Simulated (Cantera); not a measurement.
Charge: 1 mol AlCl3, 1.5 mol N2, 420 mol H2, 0.41 mol O2, 0.0001 mol Cl2, held at 0.360 Torr.

Cantera equilibrium calculation (NASA polynomials, part measured and part estimated; ideal gas, pure solids and liquids). Candidate condensed phases: Al, AlCl3, AlN, Al2O3, H2O, NH4Cl; 45 gas species. Mutual solubility and eutectic melting of coexisting phases are not modelled. The tables' values for AlCl2, AlOH are old estimates; treat these amounts as uncertain. Condensed phases not in the tables: aluminium oxynitride. Rates play no part.

x: gas mole fraction; n: condensed amount in mol.

```tsv
T (K)	x H2	x H	x HCl	x N2	x H2O	x AlCl	x Al	n AlN(s)	n Al2O3(s)
1023	0.990	1.88e-7	0.00690	0.00305	7.89e-9	3.40e-7	<1e-12	0.425	0.273
1098	0.990	1.12e-6	0.00687	0.00305	1.71e-8	5.79e-6	<1e-12	0.419	0.273
1173	0.990	?	0.00677	0.00309	?	?	?	?	0.273
1248	0.990	2.12e-5	0.00630	0.00333	6.20e-8	0.000527	3.30e-9	0.187	0.273
1323	0.989	?	0.00595	0.00354	?	0.00102	?	0	0.273
1398	0.989	0.000215	0.00599	0.00354	1.13e-6	0.00105	1.36e-7	0	0.273
1473	0.989	0.000574	0.00600	0.00354	4.68e-6	0.00106	4.87e-7	0	0.273
1548	0.988	0.00140	0.00599	0.00354	1.68e-5	0.00107	1.54e-6	0	0.271
1623	0.986	0.00313	0.00596	0.00354	5.27e-5	0.00110	4.46e-6	0	0.266
1698	0.983	0.00654	0.00588	0.00353	0.000145	0.00115	1.22e-5	0	0.252
1773	0.976	0.0128	0.00572	0.00352	0.000350	0.00126	3.25e-5	0	0.223
1848	0.965	0.0238	0.00544	0.00350	0.000739	0.00145	8.68e-5	0	0.165
1923	0.946	0.0418	0.00504	0.00347	0.00139	0.00172	0.000229	0	0.0653
1998	0.917	0.0701	0.00483	0.00342	0.00179	0.00172	0.000464	0	0
```

Q: Complete the blanks.

A: 
- 1323, x H: 7.20e-5
- 1323, x H2O: 2.32e-7
- 1323, x Al: 3.27e-8
- 1173, x H: 5.35e-6
- 1173, x H2O: 3.37e-8
- 1173, x AlCl: 6.72e-5
- 1173, x Al: 6.61e-11
- 1173, n AlN(s): 0.387
